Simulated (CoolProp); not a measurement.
Computed with CoolProp (reference Helmholtz-energy equation of state, de Reuck 1990).

For fluorine, give the phase and the density (kg/m³), Joule-Thomson coefficient (K/MPa), isothermal compressibility (1/MPa), expansivity (1/kK) at -47.05 °C and 7380 kPa; -2.75 °C and 7380 kPa.


- -47.05 °C and 7380 kPa: supercritical; density 165, Joule-Thomson coefficient 2.78, isothermal compressibility 0.148, expansivity 6.45
- -2.75 °C and 7380 kPa: supercritical; density 130, Joule-Thomson coefficient 1.92, isothermal compressibility 0.140, expansivity 4.55
